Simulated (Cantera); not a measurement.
A closed system holds: 1 mol NH₃, 4.6 mol O₂, held at 3075 °C and 0.473 Torr.

Cantera equilibrium calculation (NASA polynomials, part measured and part estimated; ideal gas, pure solids and liquids). Candidate condensed phases: H₂O; 24 gas species. The numbers say what is thermodynamically allowed, not how fast it happens.

Base state: O 0.719, H 0.236, N₂ 0.0382, O₂ 0.00299, NO 0.00183, OH 0.00107, N 0.000812, H₂ 0.000206 (mole fractions); condensed: gas only.

What changes in the equilibrium state with this change: NH₃ replaced by H₂O?


| species | before | after |
|---|---|---|
| O | 0.719 | 0.831 |
| H | 0.236 | 0.164 |
| O₂ | 0.00299 | 0.00399 |
| N₂ | 0.0382 | 0 |
| NO | 0.00183 | 0 |
| N | 0.000812 | 0 |
| H₂ | 0.000206 | 9.94e-5 |
